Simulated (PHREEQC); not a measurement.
Solution (20 °C and 500 atm): 1 mmol/kgw H3PO4, 0.071 mmol/kgw Na2B4O7 and 0.1 mmol/kgw KCl. Closed to the air; pH follows from the charge balance.

The numbers come from PHREEQC with the ion-association model, phreeqc.dat.

Each row changes one thing in this solution. No solid was allowed to form.

| case | pH | ionic strength (mol/kgw) | H2PO4- (mol/kgw) | H3PO4 (mol/kgw) | HPO4-2 (mol/kgw) |
|---|---|---|---|---|---|
| as made | 3.12 | 0.00103 | 0.000927 | 7.29e-5 | 1.35e-7 |
| KCl from 0.0001 to 0.001 mol/kgw | 3.12 | 0.00193 | 0.000928 | 7.15e-5 | 1.41e-7 |
| Na2B4O7 from 7.1e-05 to 0.000107 mol/kgw | 3.16 | 0.00103 | 0.000933 | 6.71e-5 | 1.49e-7 |
| Na2B4O7 left out | 3.05 | 0.00102 | (withheld) | (withheld) | 1.14e-7 |
| diluted 100-fold with water | 5.06 | 1.12e-5 | 9.88e-6 | 9.12e-9 | 1.15e-7 |
| temperature from 20 to 15 °C | 3.12 | 0.00103 | 0.000931 | 6.93e-5 | 1.32e-7 |
| Na2B4O7 from 7.1e-05 to 7.1e-06 mol/kgw | 3.06 | 0.00102 | 0.000917 | 8.29e-5 | 1.16e-7 |

### Question
Fill in the missing entries.

### Answer

- Na2B4O7 left out, H2PO4- (mol/kgw): 0.000916
- Na2B4O7 left out, H3PO4 (mol/kgw): 8.40e-5

Under pressure, the constants of complexes without a molar volume in the database are unreliable.
